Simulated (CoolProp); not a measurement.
Properties of CH3F (R41) along the isotherm 425 K (Tc = 317.3 K, pc = 59.06 bar, ω = 0.200).

Computed with CoolProp (reference Helmholtz-energy equation of state, Lemmon 2006). It is a short technical equation, of lower accuracy than the large ones.

```tsv
p (bar)	phase	density (kg/m³)	isothermal compressibility (1/MPa)	expansivity (1/kK)	fugacity coefficient
0.934	gas	0.9017	10.73	2.372	0.9977
1.45	gas	1.402	6.922	2.383	0.9964
2.26	gas	2.189	4.450	2.400	0.9944
3.53	gas	3.430	2.858	2.427	0.9912
5.49	gas	5.361	1.847	2.469	0.9864
8.55	gas	8.414	1.195	2.536	0.9789
13.3	gas	13.25	0.7775	2.643	0.9673
20.7	gas	21.02	0.5091	?	0.9497
32.3	gas	33.81	0.3361	3.116	0.9228
50.2	gas	55.13	0.2263	3.631	0.8830
78.2	supercritical	92.72	0.1553	?	0.8250
122	supercritical	162.3	0.1061	6.183	0.7446
190	supercritical	282.7	0.05954	?	0.6465
295	supercritical	?	0.02260	5.080	?
```

Task: Complete the blanks.

Result: 
- 20.7, expansivity (1/kK): 2.819
- 78.2, expansivity (1/kK): 4.570
- 190, expansivity (1/kK): 7.188
- 295, density (kg/m³): 418.8
- 295, fugacity coefficient: 0.5546
